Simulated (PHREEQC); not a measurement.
A PHREEQC speciation (ion-association model, wateq4f.dat) at 55 °C gives pH 2.27 and these molalities:

```tsv
species	mol/kgw
Zn+2	0.0428
ZnSO4	0.0326
SO4-2	0.0314
Cl-	0.0151
HSO4-	0.0131
H+	0.00675
Zn(SO4)2-2	0.00674
Cu+2	0.00506
CuSO4	0.00329
ZnCl+	0.00180
CuCl+	0.000243
ZnCl2	1.52e-5
CuCl2	1.26e-6
```

Problem. What are the element totals, and what could have been dissolved in 1 kg of water to give them?

Solution. This is not unique; one that fits is totals Cl 0.0172, Cu(2) 0.00860, S(6) 0.0939, Zn 0.0840 mol/kgw, from 9.9 mmol/kgw H2SO4, 84 mmol/kgw ZnSO4 and 8.6 mmol/kgw CuCl2.

This is a speciation only: nothing precipitates in the calculation. Away from 25 °C the constants follow the database's enthalpies or fits; those with neither stay at their 25 °C values.
